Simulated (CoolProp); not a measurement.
Vapour-liquid equilibrium of R141b (1) + n-pentane (2) at 220.7 K; x and y are mole fractions of (1).

Model: multi-fluid Helmholtz-energy mixture model, Lemmon 2006 and Thol 2019; pair parameters Bell 2016, in CoolProp.

Question: Give the bubble pressure and the first vapour's composition at x = 0.05, 0.2, 0.5. Is there an azeotrope?

Answer: x = 0.05: 0.001206 MPa, y = 0.107; x = 0.2: 0.001345 MPa, y = 0.302; x = 0.5: 0.001438 MPa, y = 0.521. y crosses x between x = 0.5 and 0.65: the model has an azeotrope there.

Pair parameters are fitted to limited data, so mixtures are less certain than the pure fluids.
